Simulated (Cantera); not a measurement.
Input: 1 mol Al, 5.2 mol NH₃, 2.1 mol N₂, equilibrated at 10.0 mbar.

Cantera equilibrium calculation (NASA polynomials, part measured and part estimated; ideal gas, pure solids and liquids). Candidate condensed phases: Al, AlN; 13 gas species. Kinetics and transport are ignored.

### Question
At 2125 K, list the 5 most abundant gas species with their mole fractions, and the condensed phases.

### Answer
H₂ 0.556, N₂ 0.344, Al 0.0719, H 0.0271, AlH 0.00116. Condensed: gas only.
